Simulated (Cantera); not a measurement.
An isothermal, constant-pressure homogeneous reactor starts with 6.67 % CH4, 93.3 % N2, at 1748 K and 0.360 bar.

Model: GRI-Mech 3.0 (53 species, 325 reactions), integrated in Cantera. GRI-Mech 3.0 stops at C3 and has no aromatics, soot or wall deposition, so with more carbon than oxygen in the feed, carbon stays in small species such as C2H2 where larger ones or solid carbon would form.

x: mole fraction; the columns are a selection and need not sum to one.

| t (s) | x CH4 | x C2H4 | x CH2 | x C2H2 | x H2 |
|---|---|---|---|---|---|
| 3.00e-5 | 0.0666 | 1.29e-8 | 1.00e-9 | 1.91e-11 | 1.50e-5 |
| 0.000103 | 0.0666 | 6.15e-7 | 9.69e-9 | 3.43e-9 | 5.42e-5 |
| 0.000355 | 0.0662 | (withheld) | (withheld) | (withheld) | (withheld) |
| 0.00122 | 0.0639 | 0.000690 | 6.00e-7 | 8.44e-5 | 0.00221 |
| 0.00421 | 0.0474 | 0.00332 | 1.05e-6 | 0.00515 | 0.0228 |
| 0.0145 | 0.0249 | 0.000603 | 5.34e-7 | 0.0187 | 0.0576 |
| 0.0499 | 0.00913 | 9.54e-5 | 2.41e-7 | 0.0268 | 0.0806 |
| 0.172 | 0.00256 | 3.83e-5 | 8.06e-8 | 0.0300 | 0.0900 |
| 0.591 | 0.000700 | 3.51e-5 | 2.35e-8 | 0.0309 | 0.0927 |
| 2.03 | 0.000232 | 3.52e-5 | 7.93e-9 | 0.0311 | 0.0933 |
| 7.00 | (withheld) | 3.52e-5 | (withheld) | 0.0311 | 0.0934 |

Complete the blanks.


- 0.000355, x C2H4: 2.44e-5
- 0.000355, x CH2: 9.07e-8
- 0.000355, x C2H2: 5.48e-7
- 0.000355, x H2: 0.000233
- 7.00, x CH4: 0.000156
- 7.00, x CH2: 5.36e-9
